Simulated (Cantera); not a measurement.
Feed: 1 mol C₃H₆, 0.13 mol O₂, at 58.0 Pa.

Equilibrium computed with Cantera from the NASA thermochemical tables; the gas is ideal and each condensed phase is pure. Candidate condensed phases: C, C₆H₆, C₇H₈, C₈H₁₈, H₂O; 110 gas species. Kinetics and transport are ignored. All values below are at 2423 K.

Base state: H 0.491, H₂ 0.445, CO 0.0601, C₂H₂ (acetylene) 0.00344, C₃ 0.000249, C₂H 0.000230, C 9.62e-5, C₂ 2.26e-5 (mole fractions); condensed: C(graphite).

Q: What changes in the equilibrium state with this change: O₂ from 0.13 to 0.011 mol?

A: 
```tsv
species	before	after
H	0.491	0.510
H₂	0.445	0.480
CO	0.0601	0.00542
C₂H₂ (acetylene)	0.00344	0.00372
C₄H₂	1.10e-5	1.18e-5
C₂H	0.000230	0.000239
C₂	2.26e-5	2.26e-5
C(graphite), mol	2.70	2.94
```
